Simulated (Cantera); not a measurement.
# CH3SiH3 + C3H8 + H2 (silicon carbide growth)

Input: 1 mol CH3SiH3, 0.54 mol C3H8, 1600 mol H2, equilibrated at 0.360 bar.

Method: chemical equilibrium by Gibbs-energy minimisation in Cantera with the NASA 1993 tables (ideal gas, pure condensed phases). Candidate condensed phases: C, C6H6, C7H8, C8H18, Si, SiC; 87 gas species. The feed counts by its element totals alone. Gases not in the tables: Si2H6 and higher silanes. The numbers say what is thermodynamically allowed, not how fast it happens.

From 1273 K to 1473 K the condensed part is SiC(s). From 1573 K to 1873 K the condensed part is C(graphite) + SiC(s). From 1973 K to 2173 K the condensed part is SiC(s). From 2273 K to 2373 K nothing is condensed.

```json
[
 {"T (K)": "1273", "x H2": "0.999", "x H": "1.19e-6", "x CH4": "0.00101", "x C2H2 (acetylene)": "3.33e-8", "x Si": "<1e-12", "x SiH": "2.49e-12", "n SiC(s)": "1.000", "n C(graphite)": "0"},
 {"T (K)": "1373", "x H2": "0.999", "x H": "5.55e-6", "x CH4": "0.00101", "x C2H2 (acetylene)": "5.37e-7", "x Si": "8.19e-12", "x SiH": "2.79e-11", "n SiC(s)": "1.000", "n C(graphite)": "0"},
 {"T (K)": "1473", "x H2": "0.999", "x H": "2.11e-5", "x CH4": "0.000997", "x C2H2 (acetylene)": "5.80e-6", "x Si": "1.05e-10", "x SiH": "2.27e-10", "n SiC(s)": "1.000", "n C(graphite)": "0"},
 {"T (K)": "1573", "x H2": "0.999", "x H": "6.77e-5", "x CH4": "0.000659", "x C2H2 (acetylene)": "2.06e-5", "x Si": "1.46e-9", "x SiH": "2.11e-9", "n SiC(s)": "1.000", "n C(graphite)": "0.491"},
 {"T (K)": "1673", "x H2": "0.999", "x H": "0.000190", "x CH4": "0.000436", "x C2H2 (acetylene)": "5.69e-5", "x Si": "1.55e-8", "x SiH": "1.57e-8", "n SiC(s)": "1.000", "n C(graphite)": "0.731"},
 {"T (K)": "1773", "x H2": "0.999", "x H": "0.000474", "x CH4": "0.000303", "x C2H2 (acetylene)": "0.000140", "x Si": "1.26e-7", "x SiH": "9.31e-8", "n SiC(s)": "0.999", "n C(graphite)": "0.677"},
 {"T (K)": "1873", "x H2": "0.998", "x H": "0.00107", "x CH4": "0.000219", "x C2H2 (acetylene)": "0.000312", "x Si": "8.13e-7", "x SiH": "4.54e-7", "n SiC(s)": "0.995", "n C(graphite)": "0.260"},
 {"T (K)": "1973", "x H2": "0.997", "x H": "0.00225", "x CH4": "0.000135", "x C2H2 (acetylene)": "0.000438", "x Si": "5.24e-6", "x SiH": "2.27e-6", "n SiC(s)": "0.979", "n C(graphite)": "0"},
 {"T (K)": "2073", "x H2": "0.995", "x H": "0.00437", "x CH4": "7.95e-5", "x C2H2 (acetylene)": "0.000489", "x Si": "3.11e-5", "x SiH": "1.07e-5", "n SiC(s)": "0.899", "n C(graphite)": "0"},
 {"T (K)": "2173", "x H2": "0.991", "x H": "0.00801", "x CH4": "5.14e-5", "x C2H2 (acetylene)": "0.000594", "x Si": "0.000149", "x SiH": "4.15e-5", "n SiC(s)": "0.581", "n C(graphite)": "0"},
 {"T (K)": "2273", "x H2": "0.985", "x H": "0.0139", "x CH4": "3.58e-5", "x C2H2 (acetylene)": "0.000765", "x Si": "0.000395", "x SiH": "9.08e-5", "n SiC(s)": "0", "n C(graphite)": "0"},
 {"T (K)": "2373", "x H2": "0.976", "x H": "0.0230", "x CH4": "2.29e-5", "x C2H2 (acetylene)": "0.000773", "x Si": "0.000445", "x SiH": "8.53e-5", "n SiC(s)": "0", "n C(graphite)": "0"}
]
```
x: gas mole fraction; n: condensed amount in mol.
